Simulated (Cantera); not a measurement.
Feed: 1 mol Cu, 0.066 mol H₂O, 24 mol CO, equilibrated at 0.640 bar.

These are equilibrium values from Cantera (NASA tables, ideal gas, pure condensed phases), not measurements of a reactor. Candidate condensed phases: C, C₆H₆, C₇H₈, C₈H₁₈, Cu, CuO, Cu(OH)₂, Cu₂O, H₂O; 113 gas species. Kinetics and transport are ignored.

Problem. At 700 K, list the 4 most abundant gas species with their mole fractions, and the condensed phases.

Solution. CO₂ 0.975, CO 0.0194, H₂O 0.00455, H₂ 0.000854. Condensed: C(graphite) + Cu(s).
